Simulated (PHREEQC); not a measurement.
Solution (25 °C): 0.24 mol/kgw NaBr, 3.4e-05 mol/kgw Ca(HCO3)2, 0.051 mol/kgw NH4HS and 0.0013 mol/kgw NH4HSO4. Closed to the air; pH follows from the charge balance.

Computed with PHREEQC (ion-association model, phreeqc.dat).

This is a speciation only: nothing precipitates in the calculation.

What pH, activity of water does the model give?

pH 7.96; activity of water 0.990.

In which forms is C present?

HCO3- 90 %, NaHCO3 6.0 %, CO2 1.5 %, NaCO3- 1.2 %, CO3-2 1.0 % of the C.
